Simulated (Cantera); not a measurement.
An adiabatic, constant-volume homogeneous reactor starts with CH₄ : O₂ : N₂ = 1 : 2.06 : 7.75 (molar parts), equivalence ratio 0.97, at 1300 K and 101000 Pa. Integrator tolerance rtol = 1e-08.

Detailed kinetics in Cantera: GRI-Mech 3.0 (53 species, 325 reactions).

Question: What does this change do: constant pressure in place of constant volume?

Answer: 
```csv
quantity,before,after
time of steepest temperature rise,10.9 ms,11.5 ms
temperature at 0.900 s,2840 K,2652 K
equilibrium temperature,2840 K,2652 K
x(CH₄) at 0.900 s,<1e-12 (gas-phase equilibrium <1e-12),<1e-12 (gas-phase equilibrium <1e-12)
x(O₂) at 0.900 s,0.0215 (gas-phase equilibrium 0.0215),0.0194 (gas-phase equilibrium 0.0194)
x(O) at 0.900 s,0.00615 (gas-phase equilibrium 0.00615),0.00408 (gas-phase equilibrium 0.00408)
x(C₂H₂) at 0.900 s,<1e-12 (gas-phase equilibrium <1e-12),<1e-12 (gas-phase equilibrium <1e-12)
x(H₂O) at 0.900 s,0.146 (gas-phase equilibrium 0.146),0.155 (gas-phase equilibrium 0.155)
x(N₂O) at 0.900 s,9.20e-7 (gas-phase equilibrium 9.20e-7),4.42e-7 (gas-phase equilibrium 4.42e-7)
x(HCO) at 0.900 s,6.71e-8 (gas-phase equilibrium 6.71e-8),2.04e-8 (gas-phase equilibrium 2.04e-8)
```

Question: What does this change do: 0.027 parts H2 added?

Answer: 
```tsv
quantity	before	after
time of steepest temperature rise	10.9 ms	8.64 ms
temperature at 0.900 s	2840 K	2843 K
equilibrium temperature	2840 K	2843 K
x(CH₄) at 0.900 s	<1e-12 (gas-phase equilibrium <1e-12)	<1e-12 (gas-phase equilibrium <1e-12)
x(O₂) at 0.900 s	0.0215 (gas-phase equilibrium 0.0215)	0.0209 (gas-phase equilibrium 0.0209)
x(O) at 0.900 s	0.00615 (gas-phase equilibrium 0.00615)	0.00613 (gas-phase equilibrium 0.00613)
x(C₂H₂) at 0.900 s	<1e-12 (gas-phase equilibrium <1e-12)	<1e-12 (gas-phase equilibrium <1e-12)
x(H₂O) at 0.900 s	0.146 (gas-phase equilibrium 0.146)	0.147 (gas-phase equilibrium 0.147)
x(N₂O) at 0.900 s	9.20e-7 (gas-phase equilibrium 9.20e-7)	9.10e-7 (gas-phase equilibrium 9.10e-7)
x(HCO) at 0.900 s	6.71e-8 (gas-phase equilibrium 6.71e-8)	6.95e-8 (gas-phase equilibrium 6.95e-8)
```
